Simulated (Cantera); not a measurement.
An adiabatic, constant-pressure homogeneous reactor starts with C₂H₄ : O₂ : N₂ : H₂O = 1 : 1.88 : 7.05 : 2.3 (molar parts), equivalence ratio 1.6, at 1625 K and 10.0 bar. Integrator tolerance rtol = 1e-08.

Model: GRI-Mech 3.0 (53 species, 325 reactions), integrated in Cantera. GRI-Mech 3.0 was tuned for natural gas; its chemistry of ethylene as a main component is partial and can be far from experiment.

**Question.** What does this change do: 0.44 parts H2 added?

**Answer.** 
| quantity | before | after |
|---|---|---|
| time of steepest temperature rise | 2.83 µs | 2.43 µs |
| temperature at 0.100 s | 2816 K | 2795 K |
| equilibrium temperature | 2816 K | 2795 K |
| x(C₂H₄) at 0.100 s | <1e-12 (gas-phase equilibrium <1e-12) | <1e-12 (gas-phase equilibrium <1e-12) |
| x(O₂) at 0.100 s | 0.000645 (gas-phase equilibrium 0.000645) | 0.000336 (gas-phase equilibrium 0.000336) |
| x(H₂O) at 0.100 s | 0.242 (gas-phase equilibrium 0.242) | 0.244 (gas-phase equilibrium 0.244) |
| x(NO) at 0.100 s | 0.00170 (gas-phase equilibrium 0.00170) | 0.00118 (gas-phase equilibrium 0.00118) |
| x(HCO) at 0.100 s | 6.80e-7 (gas-phase equilibrium 6.80e-7) | 7.65e-7 (gas-phase equilibrium 7.65e-7) |
| x(HO₂) at 0.100 s | 1.07e-6 (gas-phase equilibrium 1.07e-6) | 6.30e-7 (gas-phase equilibrium 6.30e-7) |

**Question.** What does this change do: C2H4 1 to 0.56 parts?

**Answer.** 
```json
[
 {"quantity": "time of steepest temperature rise", "before": "2.83 µs", "after": "3.22 µs"},
 {"quantity": "temperature at 0.100 s", "before": "2816 K", "after": "2768 K"},
 {"quantity": "equilibrium temperature", "before": "2816 K", "after": "2768 K"},
 {"quantity": "x(C₂H₄) at 0.100 s", "before": "<1e-12 (gas-phase equilibrium <1e-12)", "after": "<1e-12 (gas-phase equilibrium <1e-12)"},
 {"quantity": "x(O₂) at 0.100 s", "before": "0.000645 (gas-phase equilibrium 0.000645)", "after": "0.0226 (gas-phase equilibrium 0.0226)"},
 {"quantity": "x(H₂O) at 0.100 s", "before": "0.242 (gas-phase equilibrium 0.242)", "after": "0.264 (gas-phase equilibrium 0.264)"},
 {"quantity": "x(NO) at 0.100 s", "before": "0.00170 (gas-phase equilibrium 0.00170)", "after": "0.00991 (gas-phase equilibrium 0.00991)"},
 {"quantity": "x(HCO) at 0.100 s", "before": "6.80e-7 (gas-phase equilibrium 6.80e-7)", "after": "4.84e-8 (gas-phase equilibrium 4.84e-8)"},
 {"quantity": "x(HO₂) at 0.100 s", "before": "1.07e-6 (gas-phase equilibrium 1.07e-6)", "after": "1.45e-5 (gas-phase equilibrium 1.45e-5)"}
]
```
